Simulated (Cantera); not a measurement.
A closed system holds: 1 mol Pb, 0.11 mol H2, equilibrated at 91.0 mbar.

Equilibrium computed with Cantera from the NASA thermochemical tables; the gas is ideal and each condensed phase is pure. Candidate condensed phases: Pb; 4 gas species. Rates play no part.

### Question
Which condensed phases are stable at each of these points (T (°C)): 327, 402, 477, 552, 627, 702, 777, 852, 927, 1002, 1077, 1152, 1227?

### Answer
| T (°C) | condensed phases | Pb condensed (%) |
|---|---|---|
| 327 | Pb(s) | 100.0 |
| 402 | Pb(l) | 100.0 |
| 477 | Pb(l) | 100.0 |
| 552 | Pb(l) | 100.0 |
| 627 | Pb(l) | 100.0 |
| 702 | Pb(l) | 100.0 |
| 777 | Pb(l) | 100.0 |
| 852 | Pb(l) | 100.0 |
| 927 | Pb(l) | 99.9 |
| 1002 | Pb(l) | 99.8 |
| 1077 | Pb(l) | 99.4 |
| 1152 | Pb(l) | 98.4 |
| 1227 | Pb(l) | 95.9 |

At 327 °C the condensed part is Pb(s). From 402 °C to 1227 °C the condensed part is Pb(l).
